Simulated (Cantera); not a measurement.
## Hydrocarbon pyrolysis for carbon deposition

A perfectly stirred reactor is fed with C2H6 : H2 = 1 : 92 (molar parts), at 1.01 bar; it is held at 1650 K, and followed from long to short residence time.

Detailed kinetics in Cantera: GRI-Mech 3.0 (53 species, 325 reactions). GRI-Mech 3.0 stops at C3 and has no aromatics, soot or wall deposition, so with more carbon than oxygen in the feed, carbon stays in small species such as C2H2 where larger ones or solid carbon would form.

```csv
τ (s),x C2H6,x H2,x CH4,x CH3,x C2H4,x C2H2
0.37,2.75e-6,0.983,0.0118,2.35e-5,0.000331,0.00443
0.11,6.70e-6,0.984,0.0111,2.51e-5,0.000381,0.00472
0.035,1.67e-5,0.984,0.0101,2.92e-5,0.000480,0.00508
0.011,4.07e-5,0.985,0.00910,3.72e-5,0.000668,0.00535
0.0033,0.000100,0.985,0.00852,5.14e-5,0.00102,0.00521
0.0010,0.000245,0.985,0.00843,7.41e-5,0.00166,0.00448
0.00031,0.000597,0.985,0.00845,0.000108,0.00257,0.00319
```
x: mole fraction; the columns are a selection and need not sum to one.
